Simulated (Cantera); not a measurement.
A perfectly stirred reactor is fed with 0.163 % CO, 7.17 % O2, 1.91 % H2O, 90.8 % N2, equivalence ratio 0.011, at 0.150 bar; it is held at 1373 K, and followed from long to short residence time.

Cantera simulation using GRI-Mech 3.0 (53 species, 325 reactions); the numbers are that mechanism's predictions, not measurements.

Question: Predict: x(CO) at τ = 14.0 s; x(O2) at τ = 14.0 s; x(H2O) at τ = 14.0 s; x(CO2) at τ = 14.0 s; x(HO2) at τ = 14.0 s; x(CO) at τ = 0.350 s; x(O2) at τ = 0.350 s; x(H2O) at τ = 0.350 s; x(CO2) at τ = 0.350 s; x(HO2) at τ = 0.350 s.

Answer: 
```json
{
 "x(CO) at τ = 14.0 s": "5.79e-6",
 "x(O2) at τ = 14.0 s": "0.0709",
 "x(H2O) at τ = 14.0 s": "0.0191",
 "x(CO2) at τ = 14.0 s": "0.00163",
 "x(HO2) at τ = 14.0 s": "3.39e-8",
 "x(CO) at τ = 0.350 s": "6.89e-5",
 "x(O2) at τ = 0.350 s": "0.0709",
 "x(H2O) at τ = 0.350 s": "0.0190",
 "x(CO2) at τ = 0.350 s": "0.00157",
 "x(HO2) at τ = 0.350 s": "2.69e-7"
}
```
